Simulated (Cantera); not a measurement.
Reactions in the system Cu-F-N

Cantera with NASA thermochemical tables; ideal gases at 1 bar, condensed phases pure. Values are per mole of reaction as written; species without (g) are pure solids or liquids, kept so even where they would boil at 1 bar.

2 F(g) + Cu = CuF2

```json
[
 {"T (K)": "350", "ΔH° (kJ)": "-697.8", "ΔS° (J/K)": "-273.7", "ΔG° (kJ)": "-602.1", "log10 K": "89.85"},
 {"T (K)": "400", "ΔH° (kJ)": "-697.8", "ΔS° (J/K)": "-273.6", "ΔG° (kJ)": "-588.4", "log10 K": "76.83"},
 {"T (K)": "450", "ΔH° (kJ)": "-697.6", "ΔS° (J/K)": "-273.2", "ΔG° (kJ)": "-574.7", "log10 K": "66.71"},
 {"T (K)": "500", "ΔH° (kJ)": "-697.3", "ΔS° (J/K)": "-272.5", "ΔG° (kJ)": "-561.1", "log10 K": "58.61"},
 {"T (K)": "550", "ΔH° (kJ)": "-696.9", "ΔS° (J/K)": "-271.7", "ΔG° (kJ)": "-547.4", "log10 K": "51.99"},
 {"T (K)": "600", "ΔH° (kJ)": "-696.4", "ΔS° (J/K)": "-270.8", "ΔG° (kJ)": "-533.9", "log10 K": "46.48"},
 {"T (K)": "650", "ΔH° (kJ)": "-695.7", "ΔS° (J/K)": "-269.8", "ΔG° (kJ)": "-520.4", "log10 K": "41.82"},
 {"T (K)": "700", "ΔH° (kJ)": "-695.0", "ΔS° (J/K)": "-268.7", "ΔG° (kJ)": "-506.9", "log10 K": "37.83"},
 {"T (K)": "750", "ΔH° (kJ)": "-694.2", "ΔS° (J/K)": "-267.6", "ΔG° (kJ)": "-493.5", "log10 K": "34.37"}
]
```

2 NF3(g) + 3 Cu = 3 CuF2 + 2 N(g)

```
T (K)  ΔH° (kJ)  ΔS° (J/K)  ΔG° (kJ)  log10 K
-----  --------  ---------  --------  -------
350      -405.0      -72.9    -379.5    56.63
400      -402.1      -65.2    -376.0    49.10
450      -399.2      -58.3    -372.9    43.29
500      -396.2      -52.0    -370.2    38.67
550      -393.1      -46.2    -367.7    34.92
600      -390.0      -40.7    -365.6    31.82
650      -386.8      -35.6    -363.7    29.22
700      -383.6      -30.8    -362.0    27.01
750      -380.3      -26.3    -360.6    25.11
```
